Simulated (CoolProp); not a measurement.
Saturation properties of fluorine.

The numbers come from the reference Helmholtz-energy equation of state, de Reuck 1990 in CoolProp.

| T (K) | p (bar) | vapour density (kg/m³) | enthalpy of vaporisation (kJ/kg) |
|---|---|---|---|
| 113 | 10.79 | 52.47 | 140.1 |
| 116.3 | 13.20 | 64.28 | 134.6 |
| 119.7 | 16.07 | 78.76 | 128.3 |
| 123 | 19.25 | 95.55 | 121.6 |
| 126.4 | 22.98 | 116.4 | 113.8 |
| 129.7 | 27.08 | 141.2 | 105.2 |
| 133.1 | 31.83 | 173.2 | 94.83 |
| 136.5 | 37.17 | 215.3 | 82.18 |
| 139.8 | 42.98 | 273.8 | 66.03 |

It boils at 85.0 K under 1 atm.
